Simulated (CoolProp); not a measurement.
R143a at 234.68 K and 0.35 MPa flows at 0.22 m/s in a round tube of 4.6 mm bore and 1.5 µm roughness, fully developed (64/Re and Nu = 3.66 if laminar; Colebrook and Gnielinski if turbulent). Each further row changes one setting.

The numbers come from the reference Helmholtz-energy equation of state, Lemmon and Jacobsen 2000 in CoolProp.

```tsv
case	Reynolds number	Darcy friction factor	pressure drop (Pa/m)	heat-transfer coefficient (W/(m² K))	mass flow (kg/h)
as stated	5750	0.0363	218	693	15.0
velocity 0.44 m/s	11500	0.0303	729	1330	30.1
diameter 9.2 mm	11500	0.0300	90.3	661	60.2
```

Viscosity comes from a separate model (Klein 1997), an estimate that may be off by 10 % or more. Thermal conductivity comes from a separate model (McLinden 2000), an estimate that may be off by 10 % or more.
